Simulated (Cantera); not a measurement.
Input: 1 mol HMDSO, 0.74 mol O3, 0.29 mol H2, 0.42 mol N2O, equilibrated at 675 K and 990 Pa.

Method: chemical equilibrium by Gibbs-energy minimisation in Cantera with the NASA 1993 tables (ideal gas, pure condensed phases). Candidate condensed phases: C, C6H6, C7H8, C8H18, H2O, Si, SiC, SiO2, Si2N2O, Si3N4; 151 gas species. The feed counts by its element totals alone. The numbers say what is thermodynamically allowed, not how fast it happens.

Base state: H2 0.859, CH4 0.107, N2 0.0346, NH3 1.92e-5 (mole fractions); condensed: C(graphite) + SiO2(α-quartz) + Si2N2O(s).

Question: What changes in the equilibrium state with this change: temperature from 675 K to 623 K?

Answer: 
```tsv
species	before	after
H2	0.859	0.708
CH4	0.107	0.253
N2	0.0346	0.0392
NH3	1.92e-5	3.32e-5
C(graphite), mol	5.08	4.06
SiO2(α-quartz), mol	1.76	1.76
Si2N2O(s), mol	0.120	0.120
```

Question: What changes in the equilibrium state with this change: temperature from 675 K to 875 K?

Answer: 
```tsv
species	before	after
H2	0.859	0.964
N2	0.0346	0.0314
CH4	0.107	0.00402
CO	8.22e-8	0.000121
NH3	1.92e-5	2.48e-6
C(graphite), mol	5.08	5.96
SiO2(α-quartz), mol	1.76	0
Si2N2O(s), mol	0.120	0.120
SiO2(β-quartz), mol	0	1.76
```
